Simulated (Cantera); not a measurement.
# Thermodynamics of silicon epitaxy and polysilicon growth, feed SiCl4 + N2 + HCl

Charge: 1 mol SiCl4, 24 mol N2, 0.91 mol HCl, at 1200 °C.

These are equilibrium values from Cantera (NASA tables, ideal gas, pure condensed phases), not measurements of a reactor. Candidate condensed phases: NH4Cl, Si, Si3N4; 28 gas species. The tables' values for SiCl3 are old estimates; treat these amounts as uncertain. Equilibrium is a limit: real reactors are often held back by kinetics, nucleation or transport.

From 100 Pa to 200000 Pa nothing is condensed. The main Si-bearing gas is SiCl4 throughout.

| P (Pa) | x N2 | x SiCl4 | x HCl | x Cl |
|---|---|---|---|---|
| 100 | 0.919 | 0.0323 | 0.0348 | 0.00782 |
| 300 | 0.922 | 0.0349 | 0.0350 | 0.00424 |
| 880 | 0.924 | 0.0364 | 0.0350 | 0.00235 |
| 2600 | 0.925 | 0.0373 | 0.0351 | 0.00131 |
| 7700 | 0.926 | 0.0378 | 0.0351 | 0.000733 |
| 23000 | 0.926 | 0.0382 | 0.0351 | 0.000412 |
| 68000 | 0.926 | 0.0383 | 0.0351 | 0.000233 |
| 200000 | 0.926 | 0.0384 | 0.0351 | 0.000131 |
x: gas mole fraction; nothing condenses.
